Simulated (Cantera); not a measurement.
Feed: 1 mol (CH3)2SiCl2, 0.12 mol C3H8, 2 mol H2, held at 48.8 Torr.

These are equilibrium values from Cantera (NASA tables, ideal gas, pure condensed phases), not measurements of a reactor. Candidate condensed phases: C, C6H6, C7H8, C8H18, Si, SiC; 109 gas species. The feed counts by its element totals alone. The tables' values for SiCl3 are old estimates; treat these amounts as uncertain. The numbers say what is thermodynamically allowed, not how fast it happens.

x: gas mole fraction; n: condensed amount in mol.

| T (K) | x H2 | x HCl | x SiCl4 | x SiCl2 | x SiHCl3 | x CH4 | n C(graphite) | n SiC(s) |
|---|---|---|---|---|---|---|---|---|
| 1148 | 0.751 | 0.225 | 0.0212 | 0.000178 | 0.00142 | 0.000872 | 1.50 | 0.852 |
| 1198 | 0.732 | 0.251 | 0.0141 | 0.000337 | 0.00111 | 0.000559 | 1.46 | 0.896 |
| 1248 | 0.718 | 0.271 | … | … | … | … | 1.43 | 0.930 |
| 1298 | 0.708 | 0.284 | 0.00503 | 0.000890 | 0.000566 | 0.000260 | 1.41 | 0.953 |
| 1348 | 0.702 | 0.292 | 0.00282 | 0.00129 | 0.000384 | 0.000187 | 1.39 | 0.965 |
| 1398 | 0.699 | 0.296 | 0.00156 | 0.00176 | 0.000259 | 0.000139 | 1.39 | 0.972 |
| 1448 | 0.698 | 0.298 | 0.000877 | 0.00232 | 0.000175 | 0.000106 | 1.39 | 0.973 |
| 1498 | 0.697 | 0.299 | … | … | … | … | 1.39 | 0.972 |
| 1548 | 0.697 | 0.298 | 0.000294 | 0.00371 | 8.38e-5 | 6.48e-5 | 1.39 | 0.969 |
| 1598 | 0.697 | 0.297 | 0.000176 | 0.00455 | 5.94e-5 | 5.20e-5 | 1.39 | 0.965 |

Problem. What belongs in the gaps?

Solution. 
- 1498, x SiCl4: 0.000501
- 1498, x SiCl2: 0.00297
- 1498, x SiHCl3: 0.000120
- 1498, x CH4: 8.19e-5
- 1248, x SiCl4: 0.00868
- 1248, x SiCl2: 0.000574
- 1248, x SiHCl3: 0.000810
- 1248, x CH4: 0.000373
